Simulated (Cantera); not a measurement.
**Thermodynamics of carbothermic reduction, feed Fe₃O₄ + CH₄ + H₂**

Input: 1 mol Fe₃O₄, a varied amount of CH₄, 0.22 mol H₂, at 1623 K and 1.30 bar.

Method: chemical equilibrium by Gibbs-energy minimisation in Cantera with the NASA 1993 tables (ideal gas, pure condensed phases). Candidate condensed phases: C, C₆H₆, C₇H₈, C₈H₁₈, Fe, Fe(CO)₅, FeO, Fe(OH)₂, Fe(OH)₃, Fe₂O₃, Fe₃O₄, H₂O; 114 gas species. Mutual solubility and eutectic melting of coexisting phases are not modelled. The tables' stoichiometric FeO is somewhat more stable than real wüstite, so its field is too wide. FeO: taken at fixed stoichiometry. Equilibrium is a limit: real reactors are often held back by kinetics, nucleation or transport.

From 0.56 mol CH₄ to 2.2 mol CH₄ the condensed part is Fe(γ) + FeO(s). At 2.5 mol CH₄ the condensed part is Fe(γ). The main Fe-bearing gas is Fe(OH)₂ throughout.

| n(CH₄) (mol) | x H₂ | x CO | x H₂O | x CO₂ | x H | n Fe(γ) | n FeO(s) |
|---|---|---|---|---|---|---|---|
| 0.56 | 0.481 | 0.256 | 0.224 | 0.0385 | 4.20e-5 | 0.0594 | 2.94 |
| 0.88 | 0.472 | 0.267 | 0.220 | 0.0402 | 4.17e-5 | 0.625 | 2.38 |
| 1.2 | 0.468 | 0.273 | 0.218 | 0.0411 | 4.15e-5 | 1.19 | 1.81 |
| 1.5 | 0.465 | 0.276 | 0.217 | 0.0415 | 4.13e-5 | 1.72 | 1.28 |
| 1.9 | 0.463 | 0.279 | 0.216 | 0.0420 | 4.13e-5 | 2.43 | 0.573 |
| 2.2 | 0.462 | 0.280 | 0.215 | 0.0422 | 4.12e-5 | 2.96 | 0.0429 |
| 2.5 | 0.512 | 0.294 | 0.164 | 0.0303 | 4.34e-5 | 3.00 | 0 |
x: gas mole fraction; n: condensed amount in mol.
